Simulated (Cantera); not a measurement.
A perfectly stirred reactor is fed with CH4 : N2 = 1 : 88 (molar parts), at 0.00661 atm; it is held at 1575 K, and followed from long to short residence time.

Cantera simulation using GRI-Mech 3.0 (53 species, 325 reactions); the numbers are that mechanism's predictions, not measurements. GRI-Mech 3.0 stops at C3 and has no aromatics, soot or wall deposition, so with more carbon than oxygen in the feed, carbon stays in small species such as C2H2 where larger ones or solid carbon would form. Radical loss at walls, strong at low pressure, is not modelled.

Predict: x(CH4) at τ = 2.00 s; x(H) at τ = 2.00 s; x(CH2) at τ = 2.00 s; x(C2H6) at τ = 2.00 s; x(C2H2) at τ = 2.00 s; x(CH4) at τ = 0.110 s; x(H) at τ = 0.110 s; x(CH2) at τ = 0.110 s; x(C2H6) at τ = 0.110 s; x(C2H2) at τ = 0.110 s.


| Property | Value |
|---|---|
| x(CH4) at τ = 2.00 s | 0.00855 |
| x(H) at τ = 2.00 s | 4.19e-6 |
| x(CH2) at τ = 2.00 s | 9.80e-8 |
| x(C2H6) at τ = 2.00 s | 9.74e-7 |
| x(C2H2) at τ = 2.00 s | 0.00104 |
| x(CH4) at τ = 0.110 s | 0.0112 |
| x(H) at τ = 0.110 s | 7.20e-8 |
| x(CH2) at τ = 0.110 s | 2.05e-9 |
| x(C2H6) at τ = 0.110 s | 1.91e-8 |
| x(C2H2) at τ = 0.110 s | 2.01e-7 |
